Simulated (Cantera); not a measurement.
## Thermodynamics of iron carbonyl, mercury and lead vapours, feed PbO + N2 + H2

Charge: 1 mol PbO, 1.5 mol N2, 0.27 mol H2, at 1.33 mbar.

Method: chemical equilibrium by Gibbs-energy minimisation in Cantera with the NASA 1993 tables (ideal gas, pure condensed phases). Candidate condensed phases: H2O, Pb, PbO, PbO2, Pb3O4; 27 gas species. Mutual solubility and eutectic melting of coexisting phases are not modelled. Gases not in the tables: (PbO)n polymers. The numbers say what is thermodynamically allowed, not how fast it happens.

From 652 °C to 802 °C the condensed part is Pb(l) + PbO(yellow). At 852 °C the condensed part is PbO(yellow). From 902 °C to 1002 °C the condensed part is PbO(l). From 1052 °C to 1302 °C nothing is condensed.

```csv
T (°C),x N2,x PbO,x Pb,x H2O,x O2,x NO,x OH,x H2,n Pb(l),n PbO(yellow),n PbO(l)
652,0.846,1.53e-5,0.00200,0.152,3.74e-12,5.61e-11,3.13e-10,1.68e-5,0.266,0.730,0
702,0.842,9.73e-5,0.00688,0.151,6.88e-11,4.42e-10,1.91e-9,2.03e-5,0.258,0.730,0
752,0.829,0.000514,0.0209,0.149,9.48e-10,2.82e-9,9.70e-9,2.40e-5,0.232,0.729,0
802,0.797,0.00231,0.0570,0.143,1.02e-8,1.49e-8,4.18e-8,2.73e-5,0.163,0.726,0
852,0.729,0.00904,0.131,0.131,1.03e-7,7.14e-8,1.60e-7,2.70e-5,0,0.711,0
902,0.713,0.0302,0.128,0.128,3.77e-6,6.49e-7,8.16e-7,1.35e-5,0,0,0.666
952,0.673,0.0847,0.121,0.121,9.49e-5,4.63e-6,3.51e-6,7.20e-6,0,0,0.541
1002,0.571,0.217,0.107,0.103,0.00212,2.87e-5,1.31e-5,3.37e-6,0,0,0.147
1052,0.538,0.249,0.110,0.0968,0.00648,6.74e-5,3.01e-5,4.42e-6,0,0,0
1102,0.535,0.237,0.119,0.0963,0.0115,0.000121,5.93e-5,7.53e-6,0,0,0
1152,0.532,0.223,0.132,0.0956,0.0180,0.000200,0.000109,1.29e-5,0,0,0
1202,0.527,0.205,0.146,0.0948,0.0256,0.000308,0.000189,2.19e-5,0,0,0
1252,0.523,0.186,0.162,0.0939,0.0338,0.000451,0.000311,3.68e-5,0,0,0
1302,0.518,0.167,0.179,0.0930,0.0422,0.000631,0.000492,6.10e-5,0,0,0
```
x: gas mole fraction; n: condensed amount in mol.
